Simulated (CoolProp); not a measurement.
n-perfluoropentane along the isobar 10 MPa: Z from the reference equation and from simpler models built on Tc = 421.0 K, pc = 2.063 MPa, ω = 0.436; each cubic takes its own stable root.

The numbers come from the reference Helmholtz-energy equation of state, Gao 2022 in CoolProp.

```json
[
 {"T (K)": "163.3", "phase": "liquid", "reference": "1.049", "van der Waals": "1.745", "Redlich-Kwong": "1.192", "Soave-Redlich-Kwong": "1.168", "Peng-Robinson": "1.045"},
 {"T (K)": "180.8", "phase": "liquid", "reference": "0.9713", "van der Waals": "1.598", "Redlich-Kwong": "1.095", "Soave-Redlich-Kwong": "1.070", "Peng-Robinson": "0.9556"},
 {"T (K)": "198.3", "phase": "liquid", "reference": "0.9080", "van der Waals": "1.478", "Redlich-Kwong": "1.016", "Soave-Redlich-Kwong": "0.9895", "Peng-Robinson": "0.8835"},
 {"T (K)": "215.8", "phase": "liquid", "reference": "0.8555", "van der Waals": "1.378", "Redlich-Kwong": "0.9521", "Soave-Redlich-Kwong": "0.9240", "Peng-Robinson": "0.8245"},
 {"T (K)": "233.3", "phase": "liquid", "reference": "0.8117", "van der Waals": "1.294", "Redlich-Kwong": "0.8990", "Soave-Redlich-Kwong": "0.8699", "Peng-Robinson": "0.7757"},
 {"T (K)": "250.7", "phase": "liquid", "reference": "0.7750", "van der Waals": "1.224", "Redlich-Kwong": "0.8551", "Soave-Redlich-Kwong": "0.8254", "Peng-Robinson": "0.7355"},
 {"T (K)": "268.2", "phase": "liquid", "reference": "0.7441", "van der Waals": "1.163", "Redlich-Kwong": "0.8182", "Soave-Redlich-Kwong": "0.7882", "Peng-Robinson": "0.7020"},
 {"T (K)": "285.7", "phase": "liquid", "reference": "0.7183", "van der Waals": "1.110", "Redlich-Kwong": "0.7875", "Soave-Redlich-Kwong": "0.7576", "Peng-Robinson": "0.6744"},
 {"T (K)": "303.2", "phase": "liquid", "reference": "0.6969", "van der Waals": "1.065", "Redlich-Kwong": "0.7619", "Soave-Redlich-Kwong": "0.7327", "Peng-Robinson": "0.6521"},
 {"T (K)": "320.7", "phase": "liquid", "reference": "0.6797", "van der Waals": "1.025", "Redlich-Kwong": "0.7410", "Soave-Redlich-Kwong": "0.7130", "Peng-Robinson": "0.6346"},
 {"T (K)": "338.1", "phase": "liquid", "reference": "0.6664", "van der Waals": "0.9910", "Redlich-Kwong": "0.7242", "Soave-Redlich-Kwong": "0.6982", "Peng-Robinson": "0.6215"},
 {"T (K)": "355.6", "phase": "liquid", "reference": "0.6565", "van der Waals": "0.9611", "Redlich-Kwong": "0.7109", "Soave-Redlich-Kwong": "0.6878", "Peng-Robinson": "0.6127"}
]
```
